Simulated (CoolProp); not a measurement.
Vapour-liquid equilibrium of propylene (1) + cyclohexane (2) at 334.6 K; x and y are mole fractions of (1).

The numbers come from the multi-fluid Helmholtz-energy mixture model, Lemmon 2013 and Zhou 2014; pair parameters Bell 2016 in CoolProp.

Problem. Give the bubble pressure and the first vapour's composition at x = 0.05, 0.65, 0.85. Is there an azeotrope?

Solution. x = 0.05: 0.1858 MPa, y = 0.707; x = 0.65: 1.607 MPa, y = 0.975; x = 0.85: 2.108 MPa, y = 0.988. No azeotrope shows between x = 0.05 and 0.95.

The pair parameters rest on a limited set of measurements; away from them the model extrapolates. The gap from Raoult's law changes sign with composition, which may be real or a fault of the pair parameters; it wasn't checked against measurements.
